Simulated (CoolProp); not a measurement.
Hexamethyldisiloxane (MM) along the isotherm 262.2 K: Z from the reference equation and from simpler models built on Tc = 518.7 K, pc = 1.931 MPa, ω = 0.418; each cubic takes its own stable root.

The numbers come from the reference Helmholtz-energy equation of state, Thol 2016 in CoolProp.

| p (MPa) | phase | reference | van der Waals | Redlich-Kwong | Soave-Redlich-Kwong | Peng-Robinson |
|---|---|---|---|---|---|---|
| 0.536 | liquid | 0.05006 | 0.08369 | 0.05649 | 0.05438 | 0.04839 |
| 1.07 | liquid | 0.09986 | 0.1664 | 0.1126 | 0.1084 | 0.09653 |
| 1.61 | liquid | 0.1501 | 0.2494 | 0.1691 | 0.1630 | 0.1451 |
| 2.15 | liquid | 0.2003 | 0.3318 | 0.2254 | 0.2174 | 0.1936 |
| 2.68 | liquid | 0.2495 | 0.4122 | 0.2805 | 0.2708 | 0.2412 |
| 3.22 | liquid | 0.2995 | 0.4936 | 0.3364 | 0.3250 | 0.2895 |
| 3.75 | liquid | 0.3486 | 0.5731 | 0.3912 | 0.3782 | 0.3369 |
| 4.29 | liquid | 0.3985 | 0.6537 | 0.4468 | 0.4322 | 0.3851 |
| 4.83 | liquid | 0.4483 | 0.7339 | 0.5023 | 0.4862 | 0.4333 |
